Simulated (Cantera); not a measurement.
A freely propagating, adiabatic, planar premixed flame of 23.4 % H2, 16.1 % O2, 60.5 % N2, equivalence ratio 0.73, unburnt at 498 K and 9.87 atm; mixture-averaged transport, grid criteria slope 0.08 and curve 0.16, no radiation.

Cantera simulation using the H2/O2 subset of GRI-Mech 3.0, which has no nitrogen chemistry; the numbers are that mechanism's predictions, not measurements. The hydrogen kinetics of GRI-Mech 3.0 are dated; newer H2 mechanisms differ, most at raised pressure. Burning velocities carry a grid error of a few per cent, more on coarse grids.

Question: Predict: laminar burning velocity; thermal thickness; peak x(H2O2); peak x(OH); peak x(O); peak x(HO2).

Answer: 
| Property | Value |
|---|---|
| laminar burning velocity | 164 cm/s |
| thermal thickness | 0.0306 mm |
| peak x(H2O2) | 0.000274 |
| peak x(OH) | 0.00892 |
| peak x(O) | 0.00323 |
| peak x(HO2) | 0.00113 |
